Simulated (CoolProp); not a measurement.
Ammonia along the isobar 12.2 MPa: density (kg/m³) from the reference equation and from simpler models built on Tc = 405.6 K, pc = 11.36 MPa, ω = 0.256; each cubic takes its own stable root.

The numbers come from the reference Helmholtz-energy equation of state, Gao 2020 in CoolProp.

```
T (K)          phase  reference  van der Waals  Redlich-Kwong  Soave-Redlich-Kwong  Peng-Robinson
-----  -------------  ---------  -------------  -------------  -------------------  -------------
270.2         liquid      650.3          347.0          500.4                516.7          583.2
280.1         liquid      637.5          341.2          489.7                506.5          572.1
289.9         liquid      624.4          335.2          478.7                495.9          560.3
299.8         liquid      610.7          328.8          466.9                484.4          547.6
309.6         liquid      596.5          322.2          454.6                472.4          534.2
319.5         liquid      581.6          315.1          441.6                459.3          519.5
329.4         liquid      565.8          307.7          427.7                445.3          503.6
339.2         liquid      549.3          299.7          413.0                430.2          486.5
349.1         liquid      531.4          291.0          396.9                413.6          467.5
358.9         liquid      512.0          281.6          379.7                395.4          446.6
368.8         liquid      490.3          271.0          360.3                374.8          422.8
378.7         liquid      465.4          258.9          338.2                351.0          395.0
388.5         liquid      435.5          244.5          312.3                322.6          361.7
398.4         liquid      394.1          225.7          278.3                284.6          316.9
408.2  supercritical      301.5          194.8          218.3                211.7          230.2
```
